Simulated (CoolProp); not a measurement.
Saturation properties of nitrogen.

Values from CoolProp's reference Helmholtz-energy equation of state, Span 2000.

```json
[
 {"T (K)": "94", "p (MPa)": "0.5002", "vapour density (kg/m³)": "20.65", "liquid cp (kJ/(kg K))": "2.196", "surface tension (mN/m)": "5.28", "liquid conductivity (mW/(m K))": "112"},
 {"T (K)": "96.9", "p (MPa)": "0.6236", "vapour density (kg/m³)": "25.62", "liquid cp (kJ/(kg K))": "2.248", "surface tension (mN/m)": "4.70", "liquid conductivity (mW/(m K))": "106"},
 {"T (K)": "99.7", "p (MPa)": "0.7622", "vapour density (kg/m³)": "31.30", "liquid cp (kJ/(kg K))": "2.310", "surface tension (mN/m)": "4.14", "liquid conductivity (mW/(m K))": "101"},
 {"T (K)": "102.6", "p (MPa)": "0.9279", "vapour density (kg/m³)": "38.24", "liquid cp (kJ/(kg K))": "2.393", "surface tension (mN/m)": "3.59", "liquid conductivity (mW/(m K))": "95.0"},
 {"T (K)": "105.4", "p (MPa)": "1.111", "vapour density (kg/m³)": "46.18", "liquid cp (kJ/(kg K))": "2.495", "surface tension (mN/m)": "3.06", "liquid conductivity (mW/(m K))": "89.5"},
 {"T (K)": "108.2", "p (MPa)": "1.319", "vapour density (kg/m³)": "55.59", "liquid cp (kJ/(kg K))": "2.631", "surface tension (mN/m)": "2.56", "liquid conductivity (mW/(m K))": "84.0"},
 {"T (K)": "111.1", "p (MPa)": "1.561", "vapour density (kg/m³)": "67.28", "liquid cp (kJ/(kg K))": "2.825", "surface tension (mN/m)": "2.06", "liquid conductivity (mW/(m K))": "78.3"},
 {"T (K)": "113.9", "p (MPa)": "1.825", "vapour density (kg/m³)": "81.04", "liquid cp (kJ/(kg K))": "3.097", "surface tension (mN/m)": "1.59", "liquid conductivity (mW/(m K))": "72.8"},
 {"T (K)": "116.8", "p (MPa)": "2.131", "vapour density (kg/m³)": "98.85", "liquid cp (kJ/(kg K))": "3.544", "surface tension (mN/m)": "1.14", "liquid conductivity (mW/(m K))": "67.1"},
 {"T (K)": "119.6", "p (MPa)": "2.461", "vapour density (kg/m³)": "121.3", "liquid cp (kJ/(kg K))": "4.337", "surface tension (mN/m)": "0.732", "liquid conductivity (mW/(m K))": "61.8"},
 {"T (K)": "122.5", "p (MPa)": "2.841", "vapour density (kg/m³)": "154.5", "liquid cp (kJ/(kg K))": "6.408", "surface tension (mN/m)": "0.356", "liquid conductivity (mW/(m K))": "56.8"}
]
```

It boils at 77.4 K under 1 atm.

Thermal conductivity comes from a separate model (Lemmon 2004). Surface tension comes from a separate correlation (Mulero 2012).
